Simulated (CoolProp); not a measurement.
The numbers come from the reference Helmholtz-energy equation of state, Lemmon 2013 in CoolProp.

Question: Give the vapour pressure (MPa), enthalpy of vaporisation (kJ/kg), surface tension (mN/m), liquid viscosity (µPa s) of saturated propylene at -43.35, -10.15, -5.35 °C.

Answer: 
| T (°C) | p (MPa) | enthalpy of vaporisation (kJ/kg) | surface tension (mN/m) | liquid viscosity (µPa s) |
|---|---|---|---|---|
| -43.35 | 0.123 | 434 | 16.2 | 187 |
| -10.15 | 0.426 | 392 | 11.5 | 133 |
| -5.35 | 0.496 | 386 | 10.9 | 127 |

Viscosity comes from a separate model (Huber 2003), an estimate that may be off by 10 % or more. Surface tension comes from a separate correlation (Mulero 2012).
